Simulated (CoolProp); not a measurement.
Vapour-liquid equilibrium of methanol (1) + acetone (2) at 1.68 MPa; x and y are mole fractions of (1).

Model: multi-fluid Helmholtz-energy mixture model, de Reuck 1993 and Lemmon 2006; pair parameters Bell 2016, in CoolProp.

```tsv
x	bubble temperature (°C)	y at the bubble point	dew temperature at overall composition x (°C)	liquid density (mol/L)
0.05	168.7	0.071	169.3	(withheld)
0.125	166.3	(withheld)	167.3	10.78
0.2	164.2	(withheld)	165.5	11.28
0.275	162.5	0.335	163.7	11.80
0.35	161.0	0.409	162.2	12.36
0.425	(withheld)	0.479	160.8	12.96
0.5	159.0	(withheld)	159.6	13.62
0.575	158.3	0.609	158.6	14.32
0.65	157.7	0.672	157.9	(withheld)
0.725	157.4	0.736	157.5	15.93
0.8	157.3	0.801	157.3	16.85
0.875	157.4	0.871	157.4	17.86
0.95	157.7	0.946	157.7	(withheld)
```

Complete the blanks.


- 0.05, liquid density (mol/L): 10.32
- 0.125, y at the bubble point: 0.167
- 0.2, y at the bubble point: 0.255
- 0.425, bubble temperature (°C): 159.9
- 0.5, y at the bubble point: 0.545
- 0.65, liquid density (mol/L): 15.09
- 0.95, liquid density (mol/L): 18.97

y crosses x between x = 0.8 and 0.875: the model has an azeotrope there.

Pair parameters are fitted to limited data, so mixtures are less certain than the pure fluids.
